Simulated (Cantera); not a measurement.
A closed system holds: 1 mol PbO, a varied amount of CO, 1 mol N2, at 1500 K and 3500 Pa.

Method: chemical equilibrium by Gibbs-energy minimisation in Cantera with the NASA 1993 tables (ideal gas, pure condensed phases). Candidate condensed phases: C, Pb, PbO, PbO2, Pb3O4; 27 gas species. Gases not in the tables: (PbO)n polymers. Equilibrium is a limit: real reactors are often held back by kinetics, nucleation or transport.

Q: Which condensed phases are stable at each of these points (n(CO) (mol)): 0.11, 0.15, 0.2, 0.26, 0.35, 0.47, 0.63, 0.85, 1.1, 1.5, 2, 2.7, 3.7?

A: 
```json
[
 {"n(CO) (mol)": "0.11", "condensed phases": "PbO(l)", "Pb condensed (%)": "44.3"},
 {"n(CO) (mol)": "0.15", "condensed phases": "PbO(l)", "Pb condensed (%)": "38.5"},
 {"n(CO) (mol)": "0.2", "condensed phases": "PbO(l)", "Pb condensed (%)": "30.8"},
 {"n(CO) (mol)": "0.26", "condensed phases": "PbO(l)", "Pb condensed (%)": "21.2"},
 {"n(CO) (mol)": "0.35", "condensed phases": "PbO(l)", "Pb condensed (%)": "6.4"},
 {"n(CO) (mol)": "0.47", "condensed phases": "gas only", "Pb condensed (%)": "0.0"},
 {"n(CO) (mol)": "0.63", "condensed phases": "gas only", "Pb condensed (%)": "0.0"},
 {"n(CO) (mol)": "0.85", "condensed phases": "gas only", "Pb condensed (%)": "0.0"},
 {"n(CO) (mol)": "1.1", "condensed phases": "gas only", "Pb condensed (%)": "0.0"},
 {"n(CO) (mol)": "1.5", "condensed phases": "gas only", "Pb condensed (%)": "0.0"},
 {"n(CO) (mol)": "2", "condensed phases": "gas only", "Pb condensed (%)": "0.0"},
 {"n(CO) (mol)": "2.7", "condensed phases": "gas only", "Pb condensed (%)": "0.0"},
 {"n(CO) (mol)": "3.7", "condensed phases": "gas only", "Pb condensed (%)": "0.0"}
]
```

From 0.11 mol CO to 0.35 mol CO the condensed part is PbO(l). From 0.47 mol CO to 3.7 mol CO nothing is condensed.
